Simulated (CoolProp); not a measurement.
Saturation properties of carbonyl sulfide (Tc = 378.8 K, pc = 6.369 MPa, ω = 0.098).

Values from CoolProp's reference Helmholtz-energy equation of state, Lemmon 2006. It is a short technical equation, of lower accuracy than the large ones.

| T (K) | p (MPa) | liquid density (kg/m³) | vapour density (kg/m³) | liquid cp (kJ/(kg K)) |
|---|---|---|---|---|
| 221.5 | 0.09452 | 1177 | 3.169 | 1.180 |
| 234.7 | 0.1692 | 1149 | 5.429 | 1.196 |
| 248 | 0.2838 | 1119 | 8.780 | 1.218 |
| 261.3 | 0.4495 | 1088 | 13.51 | 1.245 |
| 274.6 | 0.6788 | 1054 | 19.99 | 1.281 |
| 287.9 | 0.9847 | 1019 | 28.66 | 1.326 |
| 301.1 | 1.378 | 981.6 | 40.01 | 1.384 |
| 314.4 | 1.878 | 940.1 | 55.05 | 1.464 |

It boils at 223.0 K under 1 atm.
